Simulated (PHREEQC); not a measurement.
A solution holds 110 mmol/kgw NaHSO4 and 0.11 mmol/kgw NaF, at 20 °C. Closed to the air; pH follows from the charge balance.

Computed with PHREEQC (ion-association model, phreeqc.dat).

```tsv
quantity	before	after
pH	1.40	1.92
ionic strength (mol/kgw)	0.197	0.0488
HSO4- (mol/kgw)	0.0600	0.00794
NaSO4- (mol/kgw)	0.00650	0.000650
```

Which change was made?
(A) 0.0074 mol/kgw NaHCO3 added
(B) NaHSO4 from 0.11 to 0.022 mol/kgw
(C) diluted 2-fold with water

B, NaHSO4 from 0.11 to 0.022 mol/kgw

Precipitation was switched off in this run.
